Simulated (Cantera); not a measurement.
# Low-pressure radical oxidation in H2/O2

An isothermal, constant-pressure homogeneous reactor starts with H₂ : O₂ = 0.04 : 1 (molar parts), at 925 K and 3800 Pa.

Model: the H2/O2 subset of GRI-Mech 3.0, which has no nitrogen chemistry, integrated in Cantera. Radical loss at walls, strong at low pressure, is not modelled. Below about 950 K walls govern HO2 and H2O2 in real vessels. The temperature is held fixed by assumption; the heat of reaction is taken as removed at once.

```csv
t (s),x H₂,x O₂,x HO₂,x H,x H₂O₂
0.000300,0.0385,0.962,3.76e-11,3.03e-11,<1e-12
0.000726,0.0385,0.962,1.31e-10,2.34e-10,<1e-12
0.00176,0.0385,0.962,5.91e-9,2.43e-8,<1e-12
0.00425,0.0338,0.959,1.79e-5,0.00129,2.13e-7
0.0103,0.00113,0.959,1.43e-5,0.000253,5.25e-7
0.0249,0.000238,0.961,4.72e-6,1.06e-5,2.29e-7
0.0602,7.06e-5,0.961,1.79e-6,1.05e-6,1.26e-7
0.146,2.02e-5,0.961,6.45e-7,1.27e-7,6.95e-8
0.353,4.79e-6,0.961,2.00e-7,1.54e-8,3.57e-8
0.854,8.61e-7,0.961,5.36e-8,1.79e-9,1.66e-8
2.07,1.10e-7,0.961,1.40e-8,2.21e-10,7.06e-9
5.00,9.16e-9,0.961,4.11e-9,3.32e-11,2.87e-9
```
x: mole fraction; the columns are a selection and need not sum to one.

Equilibrium at this temperature and pressure: H₂ 1.61e-12, O₂ 0.961, HO₂ 2.20e-10, H <1e-12, H₂O₂ 7.48e-12 (gas phase only).
